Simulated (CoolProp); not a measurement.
A single-stage vapour-compression cycle with C3F8 (R218): evaporating at 234.15 K (dew point), condensing at 274.15 K (bubble point), superheat 10 K, subcooling 2 K, compressor efficiency 0.6, no pressure losses. Each further row changes one setting.

Values from CoolProp's reference Helmholtz-energy equation of state, Lemmon 2006. It is a short technical equation, of lower accuracy than the large ones.

```csv
case,cooling COP,pressure ratio,discharge temperature (K),refrigerating effect (kJ/kg),volumetric capacity (kJ/m³)
as stated,…,4.67,285.9,74.5,659
evaporating temperature 239.15 K,…,3.73,285.2,…,850
condensing temperature 269.15 K,…,3.97,…,79.8,706
subcooling 7 K,2.96,4.67,285.9,79.8,706
superheat 20 K,2.89,4.67,…,…,…
compressor efficiency 0.5,2.31,4.67,292.3,74.5,659
```

Task: Complete the blanks.

Result: 
- as stated, cooling COP: 2.77
- evaporating temperature 239.15 K, cooling COP: 3.35
- evaporating temperature 239.15 K, refrigerating effect (kJ/kg): 77.6
- condensing temperature 269.15 K, cooling COP: 3.32
- condensing temperature 269.15 K, discharge temperature (K): 281.3
- superheat 20 K, discharge temperature (K): 296.3
- superheat 20 K, refrigerating effect (kJ/kg): 81.7
- superheat 20 K, volumetric capacity (kJ/m³): 690
